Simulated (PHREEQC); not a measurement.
# Copper plating or etch bath

Make-up at 25 °C: 30 mmol/kgw Cu(NO3)2, 5.2 mmol/kgw HCl and 4.6 mmol/kgw FeCl3. Closed to the air; pH follows from the charge balance.

The numbers come from PHREEQC with the ion-association model, wateq4f.dat.

Each row changes one thing in this solution. This is a speciation only: nothing precipitates in the calculation.

```
case                                          pH  ionic strength (mol/kgw)  Cl- (mol/kgw)  CuCl+ (mol/kgw)  CuCl2 (mol/kgw)  CuOH+ (mol/kgw)  SI of Tenorite (CuO)  SI of Cu(OH)2 (Cu(OH)2)
------------------------------------------  ----  ------------------------  -------------  ---------------  ---------------  ---------------  --------------------  -----------------------
as made                                     2.24                     0.118         0.0180         0.000541          2.90e-6          2.55e-8                 -5.10                    -6.12
FeCl3 left out                              2.37                    0.0949        0.00504         0.000163          2.57e-7          3.64e-8                 -4.80                    -5.83
HCl replaced by AlCl3 at the same molality  2.60                     0.143         0.0282         0.000795          6.38e-6          5.64e-8                 -4.40                    -5.42
HCl left out                                2.58                     0.113         0.0132         0.000404          1.60e-6          5.75e-8                 -4.40                    -5.42
diluted 2-fold with water                   2.48                    0.0587        0.00922         0.000170          5.35e-7          2.57e-8                 -4.82                    -5.84
Cu(NO3)2 from 0.03 to 0.006 mol/kgw         2.22                    0.0461         0.0183         0.000141          9.22e-7          5.83e-9                 -5.72                    -6.74
0.0019 mol/kgw Cs2CO3 added                 2.47                     0.118         0.0181         0.000545          2.94e-6          4.39e-8                 -4.63                    -5.65
FeCl3 from 0.0046 to 0.0023 mol/kgw         2.29                     0.106         0.0116         0.000361          1.27e-6          3.00e-8                 -4.97                    -5.99
```

Some of these states are supersaturated (in Hematite (slow to form), Goethite (slow to form), for instance).
